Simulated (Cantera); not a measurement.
Feed: 1 mol Ta, 0.77 mol H₂O, equilibrated at 5.50e-6 bar.

Method: chemical equilibrium by Gibbs-energy minimisation in Cantera with the NASA 1993 tables (ideal gas, pure condensed phases). Candidate condensed phases: H₂O, Ta, Ta₂O₅; 12 gas species. Mutual solubility and eutectic melting of coexisting phases are not modelled. Condensed phases not in the tables: N, O or C dissolved in the metal. Equilibrium is a limit: real reactors are often held back by kinetics, nucleation or transport.

Over these rows the condensed part is Ta(s) + Ta₂O₅(s). Partial pressures as log10 of bar:

| T (K) | 1000/T (1/K) | log p H₂O | log p H₂ |
|---|---|---|---|
| 1248 | 0.8013 | -10.36 | -5.26 |
| 1323 | 0.7559 | -9.99 | -5.26 |
| 1398 | 0.7153 | -9.67 | -5.26 |
| 1473 | 0.6789 | -9.39 | -5.26 |
| 1548 | 0.6460 | ? | -5.27 |
| 1623 | 0.6161 | -8.90 | -5.27 |

### Question
Fit log p(H₂O) = a + b·(1000/T) to the five rows, give the apparent enthalpy, and predict the row at 1548 K.

### Answer
Means: 1000/T = 0.7135, log p = -9.662. Sxy = -0.158836, Sxx = 0.0201938, so b = -7.87 and a = -9.662 − (-7.87)×0.7135 = -4.05.
Apparent enthalpy: −19.145 × (-7.87) = 151 kJ/mol. With the condensed phases at unit activity, 1/5 Ta₂O₅(s) + H₂(g) = H₂O(g) + 2/5 Ta(s) links this pressure to the main gases: over the six rows their terms move log p by -0.01 in all, so the slope is close to that reaction's ΔH°. The five rows lie within 0.01 of the line.
Prediction at 1548 K: -4.05 + (-7.87)×0.6460 = -9.13. The computed value is -9.13, 0.00 from the line.
